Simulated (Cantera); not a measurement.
Feed: 1 mol H2S, 1 mol H2O, 3.2 mol O2, equilibrated at 1550 °C and 1 atm.

Method: chemical equilibrium by Gibbs-energy minimisation in Cantera with the NASA 1993 tables (ideal gas, pure condensed phases). Candidate condensed phases: H2O, H2SO4, S; 19 gas species. Equilibrium is a limit: real reactors are often held back by kinetics, nucleation or transport.

Base state: H2O 0.425, O2 0.361, SO2 0.212, OH 0.00186, SO3 0.00124, O 9.00e-5, H2 4.67e-5 (mole fractions); condensed: gas only.

**Question.** What changes in the equilibrium state with this change: pressure from 1 atm to 2.40 mbar?

**Answer.** 
| species | before | after |
|---|---|---|
| H2O | 0.425 | 0.419 |
| O2 | 0.361 | 0.358 |
| SO2 | 0.212 | 0.212 |
| OH | 0.00186 | 0.00836 |
| H | 2.94e-6 | 0.000273 |
| SO | 8.94e-6 | 0.000185 |
| SO3 | 0.00124 | 6.03e-5 |
| O | 9.00e-5 | 0.00184 |
